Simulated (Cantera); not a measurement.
Cantera run:

```python
import numpy as np
import cantera as ct

gas_names = """
    N NO NO2 NO3 N2 N2O O O2 O3 Pb PbO Pb2
""".split()
cond_names = """
    Pb(cr) Pb(L) PbO(rd) PbO(yw) PbO(L) PbO2(s) Pb3O4(s)
""".split()


# ... load() reads the species with a 1 bar reference pressure and builds the phases ...
atoms = {
    'PbO': {'Pb': 1, 'O': 1},
    'O2': {'O': 2},
    'N2': {'N': 2},
}
top_T = {'Pb3O4(s)': 820}  # K; cautious upper limits of use, not melting points


# ... equilibrate(T, P, feed) seeds the gas with the atoms and calls Mixture.equilibrate('TP', solver="vcs", rtol=1e-11, max_steps=5000) ...
results = []
feed = {'PbO': 1, 'O2': 2, 'N2': 0.13}  # mol
P = 13332.2  # Pa
for T in [500, 650, 800, 950, 1100, 1250, 1400, 1550]:
    mix = equilibrate(T, P, feed)
    results.append((T, P, feed, dict(zip(mix.species_names, mix.species_moles))))

top = {s: max(r[3][s] / sum(r[3][g] for g in gas_names) for r in results) for s in gas_names}
cols = sorted((s for s in top if top[s] > 0.001), key=lambda s: -top[s])[:6]
seen = [c for c in cond_names if any(r[3].get(c, 0) > 1e-12 for r in results)]
print("log10 of partial pressures in bar; condensed amounts in mol")
print(f"{'T/K':>10s}" + "".join(f"{s[:9]:>10s}" for s in cols + seen))
for T, P, feed, n in results:
    ng = sum(n[g] for g in gas_names)
    print(f"{T:10.4g}" + "".join(f"{np.log10(max(n[s] / ng * P / 1e5, 1e-99)):10.3f}" for s in cols)
          + "".join(f"{n.get(c, 0):10.4g}" for c in seen))
```

It prints:

```
log10 of partial pressures in bar; condensed amounts in mol
       T/K        O2       PbO        N2        Pb   PbO(rd)   PbO(yw)    PbO(L)  Pb3O4(s)
       500    -0.905   -21.686    -2.054   -32.288         0         0         0    0.3333
       650    -0.902   -14.406    -2.090   -21.988         1         0         0         0
       800    -0.902   -10.155    -2.090   -15.846         0         1         0         0
       950    -0.902    -7.278    -2.090   -11.673         0         1         0         0
      1100    -0.902    -5.208    -2.090    -8.660         0    0.9999         0         0
      1250    -0.903    -3.738    -2.091    -6.472         0         0    0.9971         0
      1400    -0.910    -2.650    -2.098    -4.815         0         0    0.9634         0
      1550    -0.961    -1.788    -2.151    -3.471         0         0    0.6956         0
```

Equilibrium computed with Cantera from the NASA thermochemical tables; the gas is ideal and each condensed phase is pure. Gases not in the tables: (PbO)n polymers.
